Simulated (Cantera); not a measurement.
A perfectly stirred reactor is fed with CO : O₂ : H₂O : N₂ = 0.0034 : 0.0066 : 0.0089 : 1 (molar parts), at 7500 Torr; it is held at 998 K, and followed from long to short residence time.

Cantera simulation using GRI-Mech 3.0 (53 species, 325 reactions); the numbers are that mechanism's predictions, not measurements.

Problem. Predict: x(CO) at τ = 3.70 s; x(O₂) at τ = 3.70 s; x(H₂O) at τ = 3.70 s; x(CO₂) at τ = 3.70 s; x(CO) at τ = 38.0 ms; x(O₂) at τ = 38.0 ms; x(H₂O) at τ = 38.0 ms; x(CO₂) at τ = 38.0 ms.

Solution. 
- x(CO) at τ = 3.70 s = 0.00167
- x(O₂) at τ = 3.70 s = 0.00565
- x(H₂O) at τ = 3.70 s = 0.00874
- x(CO₂) at τ = 3.70 s = 0.00167
- x(CO) at τ = 38.0 ms = 0.00332
- x(O₂) at τ = 38.0 ms = 0.00647
- x(H₂O) at τ = 38.0 ms = 0.00873
- x(CO₂) at τ = 38.0 ms = 1.60e-5
